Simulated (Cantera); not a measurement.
A closed system holds: 1 mol TEOS, 0.16 mol O2, 0.18 mol H2, 8.9 mol CO2, equilibrated at 1573 K and 53.0 Pa.

These are equilibrium values from Cantera (NASA tables, ideal gas, pure condensed phases), not measurements of a reactor. Candidate condensed phases: C, C6H6, C7H8, C8H18, H2O, Si, SiC, SiO2; 123 gas species. The feed counts by its element totals alone. The tables hold silica as quartz up to 1696 K and as liquid above; real silica turns to tridymite and cristobalite and melts near 1996 K. Rates play no part.

Base state: CO 0.577, H2 0.303, H2O 0.0718, CO2 0.0471, H 0.000973, SiO 0.000102 (mole fractions); condensed: SiO2(β-quartz).

Task: What changes in the equilibrium state with this change: temperature from 1573 K to 1775 K?

Result: 
```tsv
species	before	after
CO	0.577	0.572
H2	0.303	0.286
H2O	0.0718	0.0820
SiO	0.000102	0.00880
CO2	0.0471	0.0441
OH	8.31e-6	0.000120
H	0.000973	0.00672
SiO2(β-quartz), mol	0.997	0
SiO2(condensed), mol	0	0.759
```
